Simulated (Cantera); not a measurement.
Charge: 1 mol FeS2, 2 mol H2S, 0.87 mol CO2, at 4280 Torr.

Cantera equilibrium calculation (NASA polynomials, part measured and part estimated; ideal gas, pure solids and liquids). Candidate condensed phases: C, C6H6, C7H8, C8H18, Fe, Fe(CO)5, FeO, Fe(OH)2, Fe(OH)3, FeS, FeSO4, FeS2, Fe2O3, Fe2(SO4)3, Fe3O4, H2O, H2SO4, S; 127 gas species. FeS: taken at fixed stoichiometry. Equilibrium is a limit: real reactors are often held back by kinetics, nucleation or transport.

Q: Which condensed phases are stable at each of these points (T (K)): 1373, 1423, 1473, 1523, 1573, 1623, 1673, 1723, 1773, 1823, 1873?

A: 
| T (K) | condensed phases | Fe condensed (%) |
|---|---|---|
| 1373 | FeS(s) | 100.0 |
| 1423 | FeS(s) | 100.0 |
| 1473 | FeS(l) | 100.0 |
| 1523 | FeS(l) | 100.0 |
| 1573 | FeS(l) | 100.0 |
| 1623 | FeS(l) | 100.0 |
| 1673 | FeS(l) | 100.0 |
| 1723 | FeS(l) | 100.0 |
| 1773 | FeS(l) | 100.0 |
| 1823 | FeS(l) | 100.0 |
| 1873 | FeS(l) | 100.0 |

From 1373 K to 1423 K the condensed part is FeS(s). From 1473 K to 1873 K the condensed part is FeS(l).
